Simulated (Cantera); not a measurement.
**Thermodynamics of chemical vapour transport, feed B + Cl2 + O2**

A closed system holds: 1 mol B, 1.8 mol Cl2, 0.49 mol O2, at 1002 °C.

These are equilibrium values from Cantera (NASA tables, ideal gas, pure condensed phases), not measurements of a reactor. Candidate condensed phases: B, B2O3; 18 gas species. The tables' values for BOCl are old estimates; treat these amounts as uncertain. Kinetics and transport are ignored.

```tsv
P (Pa)	x Cl2	x BCl3	x Cl	x B3O3Cl3	x BOCl	x B2O3	x O2	x ClO	n B2O3(l)
1000	0.712	0.157	0.0834	0.0468	0.00152	9.19e-6	5.35e-7	2.09e-7	0.246
2400	0.737	0.159	0.0548	0.0476	0.000854	3.83e-6	4.20e-7	1.89e-7	0.247
5600	0.754	0.161	0.0363	0.0481	0.000487	1.64e-6	3.27e-7	1.68e-7	0.247
13000	0.765	0.162	0.0240	0.0484	0.000279	7.07e-7	2.52e-7	1.49e-7	0.247
32000	0.773	0.163	0.0154	0.0486	0.000153	2.87e-7	1.89e-7	1.30e-7	0.247
75000	0.778	0.163	0.0101	0.0487	8.68e-5	1.23e-7	1.44e-7	1.13e-7	0.247
180000	0.781	0.164	0.00651	0.0488	4.85e-5	5.11e-8	1.08e-7	9.85e-8	0.247
420000	0.783	0.164	0.00427	0.0489	2.76e-5	2.19e-8	8.17e-8	8.58e-8	0.247
1000000	0.784	0.164	0.00277	0.0489	1.55e-5	9.19e-9	6.13e-8	7.44e-8	0.247
```
x: gas mole fraction; n: condensed amount in mol.

From 7.50 Torr to 7500 Torr the condensed part is B2O3(l). The main B-bearing gas is BCl3 throughout.
